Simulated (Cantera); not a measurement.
**Adiabatic ignition**

An adiabatic, constant-volume homogeneous reactor starts with 3.07 % CH₄, 0.828 % C₂H₆, 19.6 % O₂, 73.9 % N₂, 2.61 % H₂O, at 1748 K and 2.90 bar.

Model: GRI-Mech 3.0 (53 species, 325 reactions), integrated in Cantera.

```json
[
 {"t (s)": "2.00e-6", "T (K)": "1742", "P (bar)": "2.89", "x CH₄": "0.0305", "x C₂H₆": "0.00763", "x O₂": "0.196", "x NO": "9.07e-12", "x O": "9.38e-6", "x H₂O₂": "4.71e-7"},
 {"t (s)": "7.06e-6", "T (K)": "1771", "P (bar)": "2.95", "x CH₄": "0.0260", "x C₂H₆": "0.00375", "x O₂": "0.189", "x NO": "2.00e-9", "x O": "9.55e-5", "x H₂O₂": "9.21e-6"},
 {"t (s)": "2.49e-5", "T (K)": "2594", "P (bar)": "4.41", "x CH₄": "<1e-12", "x C₂H₆": "<1e-12", "x O₂": "0.102", "x NO": "0.000155", "x O": "0.00988", "x H₂O₂": "4.71e-7"},
 {"t (s)": "8.79e-5", "T (K)": "2710", "P (bar)": "4.57", "x CH₄": "<1e-12", "x C₂H₆": "<1e-12", "x O₂": "0.102", "x NO": "0.00122", "x O": "0.00567", "x H₂O₂": "7.28e-7"},
 {"t (s)": "0.000310", "T (K)": "2705", "P (bar)": "4.56", "x CH₄": "<1e-12", "x C₂H₆": "<1e-12", "x O₂": "0.0999", "x NO": "0.00458", "x O": "0.00550", "x H₂O₂": "7.16e-7"},
 {"t (s)": "0.00110", "T (K)": "2691", "P (bar)": "4.53", "x CH₄": "<1e-12", "x C₂H₆": "<1e-12", "x O₂": "0.0963", "x NO": "0.0124", "x O": "0.00511", "x H₂O₂": "6.87e-7"},
 {"t (s)": "0.00387", "T (K)": "2680", "P (bar)": "4.51", "x CH₄": "<1e-12", "x C₂H₆": "<1e-12", "x O₂": "0.0931", "x NO": "0.0191", "x O": "0.00479", "x H₂O₂": "6.62e-7"},
 {"t (s)": "0.0136", "T (K)": "2679", "P (bar)": "4.51", "x CH₄": "<1e-12", "x C₂H₆": "<1e-12", "x O₂": "0.0929", "x NO": "0.0196", "x O": "0.00476", "x H₂O₂": "6.60e-7"},
 {"t (s)": "0.0482", "T (K)": "2679", "P (bar)": "4.51", "x CH₄": "<1e-12", "x C₂H₆": "<1e-12", "x O₂": "0.0929", "x NO": "0.0196", "x O": "0.00476", "x H₂O₂": "6.60e-7"},
 {"t (s)": "0.170", "T (K)": "2679", "P (bar)": "4.51", "x CH₄": "<1e-12", "x C₂H₆": "<1e-12", "x O₂": "0.0929", "x NO": "0.0196", "x O": "0.00476", "x H₂O₂": "6.60e-7"},
 {"t (s)": "0.600", "T (K)": "2679", "P (bar)": "4.51", "x CH₄": "<1e-12", "x C₂H₆": "<1e-12", "x O₂": "0.0929", "x NO": "0.0196", "x O": "0.00476", "x H₂O₂": "6.60e-7"}
]
```
x: mole fraction; the columns are a selection and need not sum to one.

The time of steepest temperature rise is 12.2 µs and the temperature at 0.600 s is 2679 K. The equilibrium temperature comes out as 2679 K. The x(CH₄) at 0.600 s is <1e-12 (gas-phase equilibrium <1e-12) and the x(C₂H₆) at 0.600 s is <1e-12 (gas-phase equilibrium <1e-12). The x(O₂) at 0.600 s comes out as 0.0929 (gas-phase equilibrium 0.0929).
